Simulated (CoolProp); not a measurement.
A closed Brayton cycle with dry air: compressor inlet 309.15 K and 2.4 MPa, high pressure 8.17 MPa, turbine inlet 915 K, compressor efficiency 0.89, turbine efficiency 0.9, recuperator effectiveness 0.8 (on enthalpy, no pinch check). Each further row changes one setting.

Computed with CoolProp (reference Helmholtz-energy equation of state, Lemmon 2000). It is a pseudo-pure fit of the blend.

```tsv
case	thermal efficiency (%)	net work (kJ/kg)	compressor to turbine work	compressor exit (K)	turbine exit (K)
as stated	34.2	104	0.59	455.5	689.0
turbine inlet 865 K	31.9	90.2	0.62	455.5	?
compressor inlet 319.15 K	32.9	99.3	0.61	469.9	689.0
high pressure 6.94 MPa	?	98.0	0.56	433.0	?
recuperator effectiveness 0.5	27.5	104	0.59	455.5	689.0
```

**Question.** Complete the blanks.

**Answer.** 
- turbine inlet 865 K, turbine exit (K): 649.5
- high pressure 6.94 MPa, thermal efficiency (%): 34.3
- high pressure 6.94 MPa, turbine exit (K): 715.7
